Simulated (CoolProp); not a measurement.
Vapour-liquid equilibrium of cyclohexane (1) + dimethyl carbonate (2) at 0.0213 MPa; x and y are mole fractions of (1).

Values from CoolProp's multi-fluid Helmholtz-energy mixture model, Zhou 2014 and Zhou 2011; pair parameters Bell 2016.

```csv
x,"bubble temperature, mixture model (K)","bubble temperature, Raoult's law (K)","y, mixture model","y, Raoult's law"
0.05,314.6,320.4,0.280,0.077
0.125,309.2,319.4,0.472,0.185
0.2,306.5,318.5,0.557,0.285
0.275,305.2,317.5,0.599,0.378
0.35,304.5,316.6,0.621,0.465
0.425,304.2,315.7,0.633,0.545
0.5,304.1,314.9,0.641,0.619
0.575,304.0,314.0,0.647,0.689
0.65,304.0,313.2,0.655,0.753
0.725,304.1,312.4,0.669,0.813
0.8,304.3,311.6,0.696,0.869
0.875,305.1,310.8,0.749,0.921
0.95,307.0,310.1,0.857,0.969
```

The largest gap from Raoult's law is -12.3 K in bubble temperature, at x = 0.275. y crosses x between x = 0.65 and 0.725: the model has an azeotrope there.

Pair parameters are fitted to limited data, so mixtures are less certain than the pure fluids.
